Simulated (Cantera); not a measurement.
A perfectly stirred reactor is fed with NH3 : H2 = 1 : 1.3 (molar parts), at 1330 Pa; it is held at 1973 K, and followed from long to short residence time.

Model: the gas-phase N/H chemistry of the illustrative SiF4/NH3 mechanism in the Surface Chemkin manual (1991), integrated in Cantera. Walls and surfaces, which speed up NH3 decomposition in real reactors, are not modelled.

Predict: x(NH3) at τ = 2.90 s; x(H2) at τ = 2.90 s; x(H) at τ = 2.90 s; x(NH2) at τ = 2.90 s; x(N2H2) at τ = 2.90 s; x(NH3) at τ = 17.0 ms; x(H2) at τ = 17.0 ms; x(H) at τ = 17.0 ms; x(NH2) at τ = 17.0 ms; x(N2H2) at τ = 17.0 ms.


```
Item                      Result
----------------------  --------
x(NH3) at τ = 2.90 s       0.166
x(H2) at τ = 2.90 s        0.739
x(H) at τ = 2.90 s      0.000654
x(NH2) at τ = 2.90 s    0.000422
x(N2H2) at τ = 2.90 s    1.21e-6
x(NH3) at τ = 17.0 ms      0.432
x(H2) at τ = 17.0 ms       0.567
x(H) at τ = 17.0 ms     0.000286
x(NH2) at τ = 17.0 ms   0.000626
x(N2H2) at τ = 17.0 ms   2.16e-6
```
